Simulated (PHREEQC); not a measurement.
Consider water at 25 °C with 0.00225 mol/kgw FeSO4, 0.16 mol/kgw CuCl2, 0.0002 mol/kgw NaF and 0.011 mol/kgw NaCl. Closed to the air; pH follows from the charge balance.

Equilibrium calculation in PHREEQC: ion-association model, phreeqc.dat.

Q: The ionic strength comes out as 0.435 mol/kgw. What activity coefficients do NaSO4-, Cu+2, Cu2(OH)2+2, Na+, CuF+ get?

A: NaSO4- 0.70, Cu+2 0.26, Cu2(OH)2+2 0.29, Na+ 0.72, CuF+ 0.73.

This is a speciation only: nothing precipitates in the calculation. Fluoro complexes past AlF4- and FeF3 are missing from the database.
